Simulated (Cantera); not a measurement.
What does this Cantera script print?

```python
import numpy as np
import cantera as ct

gas_names = """
    O2 F2
""".split()
cond_names = """
    Mg(L) MgF2(s) MgO(s)
""".split()


def load(file, names, dense=False):
    # The tables refer to 1 bar. Condensed volumes are neglected.
    table = {s.name: s for s in ct.Species.list_from_file(file)}
    out = []
    for n in names:
        d = dict(table[n].input_data)
        d["thermo"] = dict(d["thermo"], **{"reference-pressure": 1e5})
        if dense:
            d["equation-of-state"] = {"model": "constant-volume", "density": "1e6 g/cm^3"}
        out.append(ct.Species.from_dict(d))
    return out


species = {s.name: s for s in load("nasa_gas.yaml", gas_names) + load("nasa_condensed.yaml", cond_names)}
T = 1125
g = {n: (s.thermo.h(T) - T * s.thermo.s(T)) / (ct.gas_constant * T * np.log(10)) for n, s in species.items()}
valid = cond_names  # the entries whose range holds T


def stable(la, lb):
    # potentials (over RT ln 10) of the two non-metals from log10 p(O2) and log10 p(F2) in bar
    mu = {}
    mu["O"] = (g["O2"] + la) / 2
    mu["F"] = (g["F2"] + lb) / 2
    cost = {}
    for n in valid:
        c = species[n].composition
        cost[n] = (g[n] - sum(c.get(e, 0) * m for e, m in mu.items())) / c["Mg"]
    return min(cost, key=cost.get)


results = []
for lb in [0, -2.7, -5.3, -8, -10.7, -13.3, -16, -18.7, -21.3, -24]:
    row = [stable(la, lb) for la in [-34, -31.6, -29.1, -26.7, -24.3, -21.9, -19.4, -17, -14.6, -12.1, -9.7, -7.3, -4.9, -2.4, 0]]
    results.append(row)
    print(f"{lb:6.1f}  " + " ".join(f"{valid.index(n):x}" for n in row))
print("key: " + ", ".join(f"{i:x} {n}" for i, n in enumerate(valid)))
```

Result:

```
   0.0  1 1 1 1 1 1 1 1 1 1 1 1 1 1 1
  -2.7  1 1 1 1 1 1 1 1 1 1 1 1 1 1 1
  -5.3  1 1 1 1 1 1 1 1 1 1 1 1 1 1 1
  -8.0  1 1 1 1 1 1 1 1 1 1 1 1 1 1 1
 -10.7  1 1 1 1 1 1 1 1 1 1 1 1 1 1 1
 -13.3  1 1 1 1 1 1 1 1 1 1 1 1 1 1 1
 -16.0  1 1 1 1 1 1 1 1 1 1 1 1 1 1 1
 -18.7  1 1 1 1 1 1 1 1 1 1 1 1 1 1 1
 -21.3  1 1 1 1 1 1 1 1 1 1 1 1 1 1 2
 -24.0  1 1 1 1 1 1 1 1 1 1 1 1 2 2 2
key: 0 Mg(L), 1 MgF2(s), 2 MgO(s)
```

Source: NASA polynomial tables (part measured, part estimated), evaluated in Cantera. Not in the tables: oxide halides.
